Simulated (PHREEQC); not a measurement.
Dissolve 6.4e-05 mol KOH, 0.0027 mol Fe(NO3)3 and 8.9e-07 mol CuSO4 per kg of water at 25 °C. Closed to the air; pH follows from the charge balance.

The numbers come from PHREEQC with the ion-association model, wateq4f.dat.

Precipitation was switched off in this run.

Q: What pH, ionic strength does the model give?

A: pH 2.71; ionic strength 0.0127 mol/kgw.

Q: In which forms is Fe present?

A: FeOH+2 55 %, Fe+3 26 %, Fe2(OH)2+4 11 %, Fe(OH)2+ 6.7 %, Fe3(OH)4+5 1.6 % of the Fe.

The solution is supersaturated, for example in Hematite (slow to form), Goethite (slow to form), so a real one may precipitate; this is no full list.
